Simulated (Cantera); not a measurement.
What does this Cantera script print?

```python
import numpy as np
import cantera as ct

gas_names = """
    H HNO HNO2 HNO3 HO2 H2 H2O H2O2 N NH NH2 NH3 NH2OH NO NO2 NO3 N2 N2H2 N2H4 N2O O OH O2 O3 Si SiH
    SiH2 SiH3 SiH4 SiN SiO SiO2 Si2 Si2N Si3
""".split()
cond_names = """
    H2O(s) H2O(L) Si(cr) Si(L) SiO2(Lqz) SiO2(hqz) SiO2(L) Si2N2O(s) Si3N4(a)
""".split()


def load(file, names, dense=False):
    # The tables refer to 1 bar. Condensed volumes are neglected.
    table = {s.name: s for s in ct.Species.list_from_file(file)}
    out = []
    for n in names:
        d = dict(table[n].input_data)
        d["thermo"] = dict(d["thermo"], **{"reference-pressure": 1e5})
        if dense:
            d["equation-of-state"] = {"model": "constant-volume", "density": "1e6 g/cm^3"}
        out.append(ct.Species.from_dict(d))
    return out


gas = ct.Solution(thermo="ideal-gas", species=load("nasa_gas.yaml", gas_names))
cond = {s.name: ct.Solution(thermo="fixed-stoichiometry", species=[s], name=s.name)
        for s in load("nasa_condensed.yaml", cond_names, dense=True)}
atoms = {
    'SiH4': {'Si': 1, 'H': 4},
    'N2O': {'N': 2, 'O': 1},
}
top_T = {'Si2N2O(s)': 2100, 'Si3N4(a)': 2400}  # K; cautious upper limits of use, not melting points


def equilibrate(T, P, feed):
    n = {}
    for name, mol in feed.items():
        for a, k in atoms[name].items():
            n[a] = n.get(a, 0.0) + k * mol
    gas.TPX = T, P, n
    mass = sum(n.values()) * gas.mean_molecular_weight
    gas.equilibrate("TP")
    valid = [c for c in cond.values() if c.min_temp <= T <= top_T.get(c.name, c.max_temp)]
    mix = ct.Mixture([(gas, mass / gas.mean_molecular_weight)] + [(c, 0.0) for c in valid])
    mix.T, mix.P = T, P
    mix.equilibrate("TP", solver="vcs", rtol=1e-11, max_steps=5000)
    return mix


results = []
feed = {'SiH4': 1, 'N2O': 0.13}  # mol
P = 9900  # Pa
for T in [1250, 1350, 1450, 1550, 1650, 1750, 1850, 1950]:
    mix = equilibrate(T, P, feed)
    results.append((T, P, feed, dict(zip(mix.species_names, mix.species_moles))))

top = {s: max(r[3][s] / sum(r[3][g] for g in gas_names) for r in results) for s in gas_names}
cols = sorted((s for s in top if top[s] > 0.001), key=lambda s: -top[s])[:9]
seen = [c for c in cond_names if any(r[3].get(c, 0) > 1e-12 for r in results)]
print("log10 of partial pressures in bar; condensed amounts in mol")
print(f"{'T/K':>10s}" + "".join(f"{s[:9]:>10s}" for s in cols + seen))
for T, P, feed, n in results:
    ng = sum(n[g] for g in gas_names)
    print(f"{T:10.4g}" + "".join(f"{np.log10(max(n[s] / ng * P / 1e5, 1e-99)):10.3f}" for s in cols)
          + "".join(f"{n.get(c, 0):10.4g}" for c in seen))
```

Output:

```
log10 of partial pressures in bar; condensed amounts in mol
       T/K        H2       SiO        N2         H    Si(cr)     Si(L) Si2N2O(s)
      1250    -1.004    -8.067    -8.075    -6.818      0.74         0      0.13
      1350    -1.004    -6.789    -6.790    -6.125      0.74         0      0.13
      1450    -1.004    -5.688    -5.688    -5.526      0.74         0      0.13
      1550    -1.005    -4.732    -4.732    -5.004    0.7404         0    0.1296
      1650    -1.006    -3.894    -3.894    -4.545    0.7426         0    0.1274
      1750    -1.011    -3.128    -3.128    -4.139         0    0.7552    0.1147
      1850    -1.039    -2.431    -2.431    -3.788         0    0.8207   0.04898
      1950    -1.059    -2.245    -2.245    -3.470         0    0.8691         0
```

Method: chemical equilibrium by Gibbs-energy minimisation in Cantera with the NASA 1993 tables (ideal gas, pure condensed phases). Mutual solubility and eutectic melting of coexisting phases are not modelled. Gases not in the tables: Si2H6 and higher silanes.
